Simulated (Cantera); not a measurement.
Cantera run, input and output.

```python
import numpy as np
import cantera as ct

gas = ct.Solution("h2o2.yaml")
gas.TPX = 1225, 54000, {'H2': 1, 'O2': 0.278, 'N2': 1.04, 'H2O': 0.068}
reactor = ct.IdealGasReactor(gas, energy="on", clone=False)
net = ct.ReactorNet([reactor])
net.rtol, net.atol = 1e-08, 1e-16
show = ['H2', 'O2', 'H2O', 'H', 'H2O2', 'OH']
times = np.geomspace(3e-06, 3, 15)

steps = ct.SolutionArray(gas, extra=["t"])
rows = []
print(f"{'t/s':>10s}{'T/K':>9s}{'P/Pa':>11s}" + "".join(f"{s:>11s}" for s in show))
for t in times:
    while net.time < t:
        t_next = net.step()
        steps.append(gas.state, t=t_next)
    rows.append([np.interp(t, steps.t, y) for y in (steps.T, steps.P, *steps(*show).X.T)])
    print(f"{t:10.3e}{rows[-1][0]:9.1f}{rows[-1][1]:11.4g}" + "".join(f"{x:11.3e}" for x in rows[-1][2:]))
rate = np.gradient(steps.T, steps.t)
print("integrator steps:", len(steps.t))
if steps.T.max() > steps.T[0] + 200:
    print(f"time of steepest temperature rise: {steps.t[rate.argmax()]:.4e} s")
gas.TPX = 1225, 54000, {'H2': 1, 'O2': 0.278, 'N2': 1.04, 'H2O': 0.068}
gas.equilibrate("UV")
print(f"equilibrium (UV): T = {gas.T:.1f} K  " + "  ".join(f"{s} {gas[s].X[0]:.3e}" for s in show))
```

Result:

```
       t/s      T/K       P/Pa         H2         O2        H2O          H       H2O2         OH
 3.000e-06   1225.0    5.4e+04  4.191e-01  1.165e-01  2.850e-02  1.027e-08  2.253e-11  3.901e-10
 8.048e-06   1225.0    5.4e+04  4.191e-01  1.165e-01  2.850e-02  4.835e-08  1.682e-10  2.035e-09
 2.159e-05   1225.0    5.4e+04  4.191e-01  1.165e-01  2.850e-02  8.419e-07  1.680e-09  3.634e-08
 5.792e-05   1227.7  5.411e+04  4.173e-01  1.158e-01  2.982e-02  1.061e-03  5.878e-07  5.054e-05
 1.554e-04   2542.4  1.039e+05  1.871e-01  2.306e-03  2.546e-01  6.314e-02  1.257e-07  1.864e-02
 4.168e-04   2817.5   1.13e+05  1.969e-01  9.463e-04  2.694e-01  3.727e-02  1.140e-07  1.454e-02
 1.118e-03   2820.6  1.131e+05  1.970e-01  9.329e-04  2.696e-01  3.698e-02  1.138e-07  1.447e-02
 3.000e-03   2820.6  1.131e+05  1.970e-01  9.329e-04  2.696e-01  3.698e-02  1.138e-07  1.447e-02
 8.048e-03   2820.6  1.131e+05  1.970e-01  9.329e-04  2.696e-01  3.698e-02  1.138e-07  1.447e-02
 2.159e-02   2820.6  1.131e+05  1.970e-01  9.329e-04  2.696e-01  3.698e-02  1.138e-07  1.447e-02
 5.792e-02   2820.6  1.131e+05  1.970e-01  9.329e-04  2.696e-01  3.698e-02  1.138e-07  1.447e-02
 1.554e-01   2820.6  1.131e+05  1.970e-01  9.329e-04  2.696e-01  3.698e-02  1.138e-07  1.447e-02
 4.168e-01   2820.6  1.131e+05  1.970e-01  9.329e-04  2.696e-01  3.698e-02  1.138e-07  1.447e-02
 1.118e+00   2820.6  1.131e+05  1.970e-01  9.329e-04  2.696e-01  3.698e-02  1.138e-07  1.447e-02
 3.000e+00   2820.6  1.131e+05  1.970e-01  9.329e-04  2.696e-01  3.698e-02  1.138e-07  1.447e-02
integrator steps: 1168
time of steepest temperature rise: 7.9792e-05 s
equilibrium (UV): T = 2820.6 K  H2 1.970e-01  O2 9.329e-04  H2O 2.696e-01  H 3.698e-02  H2O2 1.138e-07  OH 1.447e-02
```

Detailed kinetics in Cantera: the H2/O2 subset of GRI-Mech 3.0, which has no nitrogen chemistry.
